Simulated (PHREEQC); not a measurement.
Make-up at 20 °C: 2 mol LiBr, 0.67 mol MgSO4 and 1.4 mol NaCl per kg of water. Closed to the air; pH follows from the charge balance.

The numbers come from PHREEQC with the Pitzer model, pitzer.dat.

Problem. The ionic strength comes out as 6.08 mol/kgw. What activity coefficients do Li+, Mg+2, Na+, Br-, MgOH+ get?

Solution. Li+ 3.5, Mg+2 3.3, Na+ 1.7, Br- 0.77, MgOH+ 0.75. Single-ion values are on the MacInnes scale.

No solid was allowed to form.
